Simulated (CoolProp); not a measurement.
Saturation properties of R134a (Tc = 374.2 K, pc = 4059 kPa, ω = 0.327).

The numbers come from the reference Helmholtz-energy equation of state, Tillner-Roth 1994 in CoolProp.

```json
[
 {"T (K)": "274.2", "p (kPa)": "304.1", "liquid density (kg/m³)": "1291", "vapour density (kg/m³)": "14.97", "surface tension (mN/m)": "11.3", "liquid viscosity (µPa s)": "263"},
 {"T (K)": "279.7", "p (kPa)": "368.9", "liquid density (kg/m³)": "1273", "vapour density (kg/m³)": "18.05", "surface tension (mN/m)": "10.5", "liquid viscosity (µPa s)": "245"},
 {"T (K)": "285.2", "p (kPa)": "443.7", "liquid density (kg/m³)": "1254", "vapour density (kg/m³)": "21.62", "surface tension (mN/m)": "9.76", "liquid viscosity (µPa s)": "229"},
 {"T (K)": "290.7", "p (kPa)": "529.6", "liquid density (kg/m³)": "1234", "vapour density (kg/m³)": "25.74", "surface tension (mN/m)": "9.02", "liquid viscosity (µPa s)": "214"},
 {"T (K)": "296.2", "p (kPa)": "627.6", "liquid density (kg/m³)": "1214", "vapour density (kg/m³)": "30.50", "surface tension (mN/m)": "8.29", "liquid viscosity (µPa s)": "200"},
 {"T (K)": "301.7", "p (kPa)": "738.6", "liquid density (kg/m³)": "1193", "vapour density (kg/m³)": "35.96", "surface tension (mN/m)": "7.57", "liquid viscosity (µPa s)": "186"},
 {"T (K)": "307.2", "p (kPa)": "863.8", "liquid density (kg/m³)": "1171", "vapour density (kg/m³)": "42.24", "surface tension (mN/m)": "6.86", "liquid viscosity (µPa s)": "174"},
 {"T (K)": "312.7", "p (kPa)": "1004", "liquid density (kg/m³)": "1149", "vapour density (kg/m³)": "49.45", "surface tension (mN/m)": "6.17", "liquid viscosity (µPa s)": "162"},
 {"T (K)": "318.2", "p (kPa)": "1161", "liquid density (kg/m³)": "1125", "vapour density (kg/m³)": "57.74", "surface tension (mN/m)": "5.49", "liquid viscosity (µPa s)": "151"},
 {"T (K)": "323.7", "p (kPa)": "1336", "liquid density (kg/m³)": "1100", "vapour density (kg/m³)": "67.29", "surface tension (mN/m)": "4.83", "liquid viscosity (µPa s)": "141"},
 {"T (K)": "329.2", "p (kPa)": "1530", "liquid density (kg/m³)": "1073", "vapour density (kg/m³)": "78.34", "surface tension (mN/m)": "4.19", "liquid viscosity (µPa s)": "131"},
 {"T (K)": "334.7", "p (kPa)": "1744", "liquid density (kg/m³)": "1045", "vapour density (kg/m³)": "91.21", "surface tension (mN/m)": "3.56", "liquid viscosity (µPa s)": "121"},
 {"T (K)": "340.2", "p (kPa)": "1981", "liquid density (kg/m³)": "1014", "vapour density (kg/m³)": "106.3", "surface tension (mN/m)": "2.96", "liquid viscosity (µPa s)": "111"}
]
```

It boils at 247.1 K under 1 atm.

Viscosity comes from a separate model (Huber 2003), an estimate that may be off by 10 % or more. Surface tension comes from a separate correlation (Mulero 2012).
